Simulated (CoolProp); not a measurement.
Vapour-liquid equilibrium of acetone (1) + water (2) at 192.35 °C; x and y are mole fractions of (1).

Computed with CoolProp (multi-fluid Helmholtz-energy mixture model, Lemmon 2006 and Wagner 2002; pair parameters Bell 2016).

Give the bubble pressure and the first vapour's composition at x = 0.2, 0.5, 0.65. Is there an azeotrope?

x = 0.2: 1.947 MPa, y = 0.405; x = 0.5: 2.302 MPa, y = 0.603; x = 0.65: 2.395 MPa, y = 0.695. y crosses x between x = 0.8 and 0.95: the model has an azeotrope there.

Pair parameters are fitted to limited data, so mixtures are less certain than the pure fluids.
